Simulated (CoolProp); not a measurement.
Vapour-liquid equilibrium of R143a (1) + n-butane (2) at 105 kPa; x and y are mole fractions of (1).

Values from CoolProp's multi-fluid Helmholtz-energy mixture model, Lemmon and Jacobsen 2000 and Bücker 2006; pair parameters Bell 2016.

```json
[
 {"x": "0.05", "bubble temperature (°C)": "-20.0", "y at the bubble point": "0.577", "dew temperature at overall composition x (°C)": "-0.9", "liquid density (mol/L)": "10.77"},
 {"x": "0.125", "bubble temperature (°C)": "-33.3", "y at the bubble point": "0.785", "dew temperature at overall composition x (°C)": "-3.0", "liquid density (mol/L)": "11.13"},
 {"x": "0.2", "bubble temperature (°C)": "-38.5", "y at the bubble point": "0.843", "dew temperature at overall composition x (°C)": "-5.3", "liquid density (mol/L)": "11.37"},
 {"x": "0.275", "bubble temperature (°C)": "-40.9", "y at the bubble point": "0.866", "dew temperature at overall composition x (°C)": "-7.7", "liquid density (mol/L)": "11.56"},
 {"x": "0.35", "bubble temperature (°C)": "-42.0", "y at the bubble point": "0.877", "dew temperature at overall composition x (°C)": "-10.3", "liquid density (mol/L)": "11.74"},
 {"x": "0.425", "bubble temperature (°C)": "-42.6", "y at the bubble point": "0.883", "dew temperature at overall composition x (°C)": "-13.2", "liquid density (mol/L)": "11.92"},
 {"x": "0.5", "bubble temperature (°C)": "-43.0", "y at the bubble point": "0.887", "dew temperature at overall composition x (°C)": "-16.4", "liquid density (mol/L)": "12.10"},
 {"x": "0.575", "bubble temperature (°C)": "-43.4", "y at the bubble point": "0.892", "dew temperature at overall composition x (°C)": "-19.9", "liquid density (mol/L)": "12.30"},
 {"x": "0.65", "bubble temperature (°C)": "-43.8", "y at the bubble point": "0.898", "dew temperature at overall composition x (°C)": "-23.9", "liquid density (mol/L)": "12.52"},
 {"x": "0.725", "bubble temperature (°C)": "-44.3", "y at the bubble point": "0.907", "dew temperature at overall composition x (°C)": "-28.7", "liquid density (mol/L)": "12.76"},
 {"x": "0.8", "bubble temperature (°C)": "-44.8", "y at the bubble point": "0.920", "dew temperature at overall composition x (°C)": "-34.5", "liquid density (mol/L)": "13.02"},
 {"x": "0.875", "bubble temperature (°C)": "-45.4", "y at the bubble point": "0.940", "dew temperature at overall composition x (°C)": "-41.8", "liquid density (mol/L)": "13.31"},
 {"x": "0.95", "bubble temperature (°C)": "-46.1", "y at the bubble point": "0.971", "dew temperature at overall composition x (°C)": "-45.7", "liquid density (mol/L)": "13.63"}
]
```

No azeotrope shows between x = 0.05 and 0.95.

The pair parameters rest on a limited set of measurements; away from them the model extrapolates. With so large a gap from Raoult's law the liquid may split in two, which this calculation doesn't test in full.
